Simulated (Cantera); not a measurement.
Reactions in the system Cl-H-Li

Cantera with NASA thermochemical tables; ideal gases at 1 bar, condensed phases pure. Values are per mole of reaction as written; species without (g) are pure solids or liquids, kept so even where they would boil at 1 bar.

Cl(g) + Li(g) → LiCl(g)

| T (K) | ΔH° (kJ) | ΔS° (J/K) | ΔG° (kJ) | log10 K |
|---|---|---|---|---|
| 798 | -480.1 | -98.8 | -401.3 | 26.27 |
| 898 | -480.7 | -99.5 | -391.4 | 22.76 |
| 998 | -481.3 | -100.1 | -381.4 | 19.96 |
| 1098 | -481.9 | -100.7 | -371.3 | 17.67 |
| 1198 | -482.4 | -101.1 | -361.3 | 15.75 |
| 1298 | -482.9 | -101.5 | -351.1 | 14.13 |
| 1398 | -483.4 | -101.9 | -341.0 | 12.74 |
| 1498 | -483.8 | -102.2 | -330.8 | 11.53 |
| 1598 | -484.2 | -102.4 | -320.5 | 10.48 |

2 Li(g) + 2 HCl(g) → H2(g) + 2 LiCl(g)

```tsv
T (K)	ΔH° (kJ)	ΔS° (J/K)	ΔG° (kJ)	log10 K
798	-525.4	-95.2	-449.4	29.42
898	-525.3	-95.1	-439.9	25.59
998	-525.2	-95.0	-430.4	22.53
1098	-525.2	-95.0	-420.9	20.02
1198	-525.2	-95.0	-411.4	17.94
1298	-525.3	-95.1	-401.9	16.17
1398	-525.4	-95.2	-392.4	14.66
1498	-525.5	-95.2	-382.9	13.35
1598	-525.6	-95.3	-373.3	12.20
```

2 Li + 2 HCl(g) → 2 LiCl(g) + H2(g)

| T (K) | ΔH° (kJ) | ΔS° (J/K) | ΔG° (kJ) | log10 K |
|---|---|---|---|---|
| 798 | -220.7 | 96.0 | -297.3 | 19.46 |
| 898 | -222.2 | 94.1 | -306.8 | 17.84 |
| 998 | -223.8 | 92.5 | -316.1 | 16.54 |
| 1098 | -225.4 | 91.0 | -325.3 | 15.47 |
| 1198 | -227.0 | 89.5 | -334.3 | 14.58 |
| 1298 | -228.7 | 88.2 | -343.2 | 13.81 |
| 1398 | -230.5 | 86.9 | -351.9 | 13.15 |
| 1498 | -232.3 | 85.6 | -360.6 | 12.57 |
| 1598 | -234.1 | 84.4 | -369.1 | 12.06 |
